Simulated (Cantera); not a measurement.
Mixture: 4.59 % C2H4, 19.4 % O2, 73.0 % N2, 2.98 % H2O, equivalence ratio 0.71, at 38.5 atm, adiabatic and at constant volume. Ignition delay is the time to a rise of 400 K.

Cantera simulation using GRI-Mech 3.0 (53 species, 325 reactions); the numbers are that mechanism's predictions, not measurements. GRI-Mech 3.0 was tuned for natural gas; its chemistry of ethylene as a main component is partial and can be far from experiment. The pressure lies above the range GRI-Mech 3.0 was tuned for (to about 10 atm).

Task: At T0 = 1525 K, what is the delay, and which 7 reactions control it most (d ln τ / d ln k, from doubling and halving each rate constant)?

Result: The delay is 3.83 µs.
| reaction | d ln τ / d ln k | faster rate |
|---|---|---|
| H + O2 <=> O + OH | -0.80 | shortens it |
| C2H3 + O2 <=> CH2CHO + O | -0.63 | shortens it |
| C2H3 + O2 <=> CH2O + HCO | 0.49 | lengthens it |
| C2H4 + O <=> CH2CHO + H | -0.41 | shortens it |
| C2H4 + O <=> CH3 + HCO | 0.38 | lengthens it |
| H + O2 + N2 <=> HO2 + N2 | 0.37 | lengthens it |
| H + O2 + H2O <=> HO2 + H2O | 0.23 | lengthens it |
